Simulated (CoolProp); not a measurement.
Vapour-liquid equilibrium of diethyl ether (1) + methanol (2) at 328.8 K; x and y are mole fractions of (1).

The numbers come from the multi-fluid Helmholtz-energy mixture model, Thol 2014 and de Reuck 1993; pair parameters Bell 2016 in CoolProp.

```json
[
 {"x": "0.05", "bubble pressure (MPa)": "0.09475", "y at the bubble point": "[?]", "dew pressure at overall composition x (MPa)": "0.07423", "liquid density (mol/L)": "22.13"},
 {"x": "0.125", "bubble pressure (MPa)": "0.1227", "y at the bubble point": "0.471", "dew pressure at overall composition x (MPa)": "[?]", "liquid density (mol/L)": "[?]"},
 {"x": "0.2", "bubble pressure (MPa)": "0.1429", "y at the bubble point": "0.569", "dew pressure at overall composition x (MPa)": "0.08658", "liquid density (mol/L)": "18.45"},
 {"x": "0.275", "bubble pressure (MPa)": "0.1576", "y at the bubble point": "0.627", "dew pressure at overall composition x (MPa)": "0.09435", "liquid density (mol/L)": "16.96"},
 {"x": "0.35", "bubble pressure (MPa)": "0.1684", "y at the bubble point": "0.667", "dew pressure at overall composition x (MPa)": "0.1036", "liquid density (mol/L)": "15.67"},
 {"x": "0.425", "bubble pressure (MPa)": "0.1766", "y at the bubble point": "0.698", "dew pressure at overall composition x (MPa)": "0.1146", "liquid density (mol/L)": "14.52"},
 {"x": "0.5", "bubble pressure (MPa)": "0.1832", "y at the bubble point": "0.724", "dew pressure at overall composition x (MPa)": "[?]", "liquid density (mol/L)": "13.51"},
 {"x": "0.575", "bubble pressure (MPa)": "0.1887", "y at the bubble point": "0.749", "dew pressure at overall composition x (MPa)": "0.1445", "liquid density (mol/L)": "12.61"},
 {"x": "0.65", "bubble pressure (MPa)": "0.1936", "y at the bubble point": "0.776", "dew pressure at overall composition x (MPa)": "0.1638", "liquid density (mol/L)": "11.81"},
 {"x": "0.725", "bubble pressure (MPa)": "0.1978", "y at the bubble point": "0.806", "dew pressure at overall composition x (MPa)": "0.1834", "liquid density (mol/L)": "11.10"},
 {"x": "0.8", "bubble pressure (MPa)": "0.2013", "y at the bubble point": "0.843", "dew pressure at overall composition x (MPa)": "0.1971", "liquid density (mol/L)": "10.46"},
 {"x": "0.875", "bubble pressure (MPa)": "[?]", "y at the bubble point": "0.889", "dew pressure at overall composition x (MPa)": "0.2032", "liquid density (mol/L)": "9.882"},
 {"x": "0.95", "bubble pressure (MPa)": "0.2044", "y at the bubble point": "0.948", "dew pressure at overall composition x (MPa)": "0.2044", "liquid density (mol/L)": "9.365"}
]
```

### Question
Complete the blanks.

### Answer

- 0.05, y at the bubble point: 0.279
- 0.125, dew pressure at overall composition x (MPa): 0.07995
- 0.125, liquid density (mol/L): 20.15
- 0.5, dew pressure at overall composition x (MPa): 0.1281
- 0.875, bubble pressure (MPa): 0.2037

y crosses x between x = 0.875 and 0.95: the model has an azeotrope there.

The pair parameters rest on a limited set of measurements; away from them the model extrapolates.
